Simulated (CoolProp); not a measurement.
The fluid at 298.15 K and 0.143 MPa flows at 4 m/s in a round tube of 2 mm bore and 45 µm roughness, fully developed (64/Re and Nu = 3.66 if laminar; Colebrook and Gnielinski if turbulent). The same conditions are run with several fluids, on thermodynamics alone (safety and materials aside).

Values from CoolProp's reference Helmholtz-energy equation of state of each fluid (ethylbenzene: Zhou 2012; methanol: de Reuck 1993; n-decane: Lemmon 2006; R141b: Lemmon 2006; n-pentane: Thol 2019).

```json
[
 {"fluid": "ethylbenzene", "Reynolds number": "11300", "Darcy friction factor": "0.0540", "pressure drop (Pa/m)": "186000", "heat-transfer coefficient (W/(m² K))": "8700", "mass flow (kg/h)": "39.0"},
 {"fluid": "methanol", "Reynolds number": "11600", "Darcy friction factor": "0.0539", "pressure drop (Pa/m)": "169000", "heat-transfer coefficient (W/(m² K))": "13200", "mass flow (kg/h)": "35.6"},
 {"fluid": "n-decane", "Reynolds number": "6850", "Darcy friction factor": "0.0558", "pressure drop (Pa/m)": "162000", "heat-transfer coefficient (W/(m² K))": "6110", "mass flow (kg/h)": "32.9"},
 {"fluid": "R141b", "Reynolds number": "24200", "Darcy friction factor": "0.0524", "pressure drop (Pa/m)": "258000", "heat-transfer coefficient (W/(m² K))": "11700", "mass flow (kg/h)": "55.8"},
 {"fluid": "n-pentane", "Reynolds number": "27600", "Darcy friction factor": "0.0522", "pressure drop (Pa/m)": "130000", "heat-transfer coefficient (W/(m² K))": "14800", "mass flow (kg/h)": "28.1"}
]
```

Transport values come from each fluid's own correlations; those of ethylbenzene, R141b, n-pentane are estimates that may be off by 10 % or more.
